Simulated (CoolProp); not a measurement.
Values from CoolProp's reference Helmholtz-energy equation of state, Beckmüller 2019.

Question: For n-octane, give the phase and the Z, cp (kJ/(kg K)), Prandtl number at 148.05 °C and 0.744 bar; 148.05 °C and 9.61 bar; 148.05 °C and 124 bar.

Answer: 
- 148.05 °C and 0.744 bar: gas; Z 0.967, cp 2.22, Prandtl number 0.792
- 148.05 °C and 9.61 bar: liquid; Z 0.0530, cp 2.75, Prandtl number 5.14
- 148.05 °C and 124 bar: liquid; Z 0.659, cp 2.69, Prandtl number 5.38

Viscosity comes from a separate model (Huber 2004). Thermal conductivity comes from a separate model (Huber 2005).
